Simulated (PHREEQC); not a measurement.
## Polishing slurry liquid: an equilibrium model

Make-up at 25 °C: 0.019 mol HNO3, 0.085 mol Al(NO3)3 and 0.00018 mol H3BO3 per kg of water. Closed to the air; pH follows from the charge balance.

All values are PHREEQC results (ion-association model, phreeqc.dat), not measurements.

```yaml
pH: 1.84
ionic_strength: 0.529 mol/kgw
activity_of_water: 0.994
specific_conductance: 24100 µS/cm
density: 1.011 g/cm³
total_alkalinity: -19.0 meq/kg
```

```json
[
 {"species": "NO3-", "molality": "0.274", "activity": "0.167", "log γ": "-0.216"},
 {"species": "Al+3", "molality": "0.0850", "activity": "0.00741", "log γ": "-1.060"},
 {"species": "H+", "molality": "0.0190", "activity": "0.0145", "log γ": "-0.118"},
 {"species": "H3BO3", "molality": "0.000180", "activity": "0.000203", "log γ": "0.053"},
 {"species": "AlOH+2", "molality": "2.24e-5", "activity": "5.04e-6", "log γ": "-0.648"},
 {"species": "Al(OH)2+", "molality": "3.93e-9", "activity": "2.71e-9", "log γ": "-0.162"}
]
```

No solid was allowed to form. Complexes and solids missing from the database can't appear.
